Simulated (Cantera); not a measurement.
Moist CO burnout

An isothermal, constant-pressure homogeneous reactor starts with CO : O₂ : H₂O : N₂ = 0.005 : 0.011 : 0.041 : 1 (molar parts), at 1150 K and 105 Torr.

Computed with Cantera and GRI-Mech 3.0 (53 species, 325 reactions).

```json
[
 {"t (s)": "1.00e-6", "x CO": "0.00473", "x O₂": "0.0104", "x H₂O": "0.0388", "x H": "<1e-12", "x N₂O": "<1e-12"},
 {"t (s)": "6.77e-6", "x CO": "0.00473", "x O₂": "0.0104", "x H₂O": "0.0388", "x H": "<1e-12", "x N₂O": "<1e-12"},
 {"t (s)": "4.59e-5", "x CO": "0.00473", "x O₂": "0.0104", "x H₂O": "0.0388", "x H": "<1e-12", "x N₂O": "<1e-12"},
 {"t (s)": "0.000311", "x CO": "0.00473", "x O₂": "0.0104", "x H₂O": "0.0388", "x H": "1.57e-12", "x N₂O": "<1e-12"},
 {"t (s)": "0.00210", "x CO": "0.00473", "x O₂": "0.0104", "x H₂O": "0.0388", "x H": "1.17e-10", "x N₂O": "<1e-12"},
 {"t (s)": "0.0143", "x CO": "0.00473", "x O₂": "0.0104", "x H₂O": "0.0388", "x H": "5.38e-7", "x N₂O": "1.05e-11"},
 {"t (s)": "0.0965", "x CO": "7.60e-5", "x O₂": "0.00812", "x H₂O": "0.0387", "x H": "4.15e-5", "x N₂O": "2.92e-8"},
 {"t (s)": "0.654", "x CO": "8.36e-7", "x O₂": "0.00806", "x H₂O": "0.0389", "x H": "7.89e-8", "x N₂O": "4.08e-8"},
 {"t (s)": "4.43", "x CO": "1.96e-8", "x O₂": "0.00806", "x H₂O": "0.0389", "x H": "1.19e-9", "x N₂O": "4.09e-8"},
 {"t (s)": "30.0", "x CO": "1.93e-9", "x O₂": "0.00806", "x H₂O": "0.0389", "x H": "5.59e-11", "x N₂O": "2.64e-8"}
]
```
x: mole fraction; the columns are a selection and need not sum to one.

Equilibrium at this temperature and pressure: CO 7.26e-10, O₂ 0.00805, H₂O 0.0389, H 1.42e-11, N₂O 8.42e-10 (gas phase only).
